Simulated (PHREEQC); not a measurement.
Make-up at 25 °C: 0.0084 mol PbCl2, 7.7e-05 mol KBr and 0.00071 mol Na2SO4 per kg of water. Closed to the air; pH follows from the charge balance.

All values are PHREEQC results (ion-association model, wateq4f.dat), not measurements.

```json
[
 {"quantity": "pH", "before": "5.04", "after": "5.05"},
 {"quantity": "ionic strength (mol/kgw)", "before": "0.0219", "after": "0.0223"},
 {"quantity": "Br- (mol/kgw)", "before": "6.42e-5", "after": "6.45e-5"},
 {"quantity": "NaSO4- (mol/kgw)", "before": "1.37e-6", "after": "3.09e-6"},
 {"quantity": "SI of Mirabilite (Na2SO4:10H2O)", "before": "-8.42", "after": "-7.89"}
]
```

**Question.** Which change was made?
(A) Na2SO4 from 0.00071 to 0.00106 mol/kgw
(B) KBr from 7.7e-05 to 0.000116 mol/kgw
(C) KBr from 7.7e-05 to 1.54e-05 mol/kgw
(D) PbCl2 left out
(E) temperature from 25 to 70 °C

**Answer.** A, Na2SO4 from 0.00071 to 0.00106 mol/kgw

This is a speciation only: nothing precipitates in the calculation. Some of these states are supersaturated (in Anglesite, Larnakite, for instance).
